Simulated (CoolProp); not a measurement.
Vapour-liquid equilibrium of R134a (1) + R124 (2) at 235.1 K; x and y are mole fractions of (1).

The numbers come from the multi-fluid Helmholtz-energy mixture model, Tillner-Roth 1994 and de Vries 1995; pair parameters Bell 2016 in CoolProp.

Question: Give the bubble pressure and the first vapour's composition at x = 0.05, 0.35, 0.65. Is there an azeotrope?

Answer: x = 0.05: 0.3132 bar, y = 0.108; x = 0.35: 0.4143 bar, y = 0.525; x = 0.65: 0.4933 bar, y = 0.769. No azeotrope shows between x = 0.05 and 0.95.

Pair parameters are fitted to limited data, so mixtures are less certain than the pure fluids.
